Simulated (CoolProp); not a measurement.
Octamethylcyclotetrasiloxane (D4) along the isotherm 201.35 °C: fugacity coefficient from the reference equation and from simpler models built on Tc = 313.4 °C, pc = 1347 kPa, ω = 0.598; each cubic takes its own stable root.

Values from CoolProp's reference Helmholtz-energy equation of state, Thol 2015.

```csv
p (kPa),phase,reference
42.6,gas,0.9755
62.5,gas,0.9641
91.8,gas,0.9473
135,gas,0.9226
198,liquid,0.8397
290,liquid,0.5788
426,liquid,0.3996
625,liquid,0.2780
918,liquid,0.1950
1350,liquid,0.1386
1980,liquid,0.1008
2900,liquid,0.07552
4260,liquid,0.05893
6250,liquid,0.04893
9180,liquid,0.04436
13500,liquid,0.04566
```

**Question.** How far does each simpler model (van der Waals, Redlich-Kwong, Soave-Redlich-Kwong, Peng-Robinson) lie from the reference over these 16 states: mean and median of the absolute difference, and the worst?

**Answer.** 
- van der Waals: mean 140.5 %, median 157.1 %, worst +411.4 % at 201.35 °C and 13500 kPa
- Redlich-Kwong: mean 59.5 %, median 79.3 %, worst +111.0 % at 201.35 °C and 13500 kPa
- Soave-Redlich-Kwong: mean 3.4 %, median 2.2 %, worst +11.9 % at 201.35 °C and 13500 kPa
- Peng-Robinson: mean 0.8 %, median 0.4 %, worst -5.2 % at 201.35 °C and 13500 kPa

At some of these states van der Waals, Redlich-Kwong gives the other phase, because its saturation line lies elsewhere.
